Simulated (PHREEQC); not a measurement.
Solution (17 °C): 0.011 mol NH4Cl and 0.00011 mol Na2HPO4 per kg of water. Closed to the air; pH follows from the charge balance.

Model: ion-association model, phreeqc.dat, run in PHREEQC.

```tsv
quantity	before	after
pH	7.19	7.20
NH3 (mol/kgw)	4.85e-5	2.52e-5
```

### Question
Name the change that produced these shifts.
A) diluted 2-fold with water
B) NH4Cl from 0.011 to 0.0099 mol/kgw
C) Na2HPO4 left out
D) diluted 100-fold with water
E) NH4Cl from 0.011 to 0.0121 mol/kgw

### Answer
A, diluted 2-fold with water

Precipitation was switched off in this run.
